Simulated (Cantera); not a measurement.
Charge: 1 mol Si, 4.4 mol H2, at 552 °C and 1100000 Pa.

These are equilibrium values from Cantera (NASA tables, ideal gas, pure condensed phases), not measurements of a reactor. Candidate condensed phases: Si; 9 gas species. Rates play no part.

Base state: H2 1.000 (mole fractions); condensed: Si(s).

### Question
What changes in the equilibrium state with this change: Si replaced by SiCl4?

### Answer
| species | before | after |
|---|---|---|
| H2 | 1.000 | 0.802 |
| SiCl4 | 0 | 0.172 |
| HCl | 0 | 0.0131 |
| SiHCl3 | 0 | 0.0130 |
| SiH2Cl2 | 0 | 8.26e-5 |
| Si(s), mol | 1.000 | 0 |
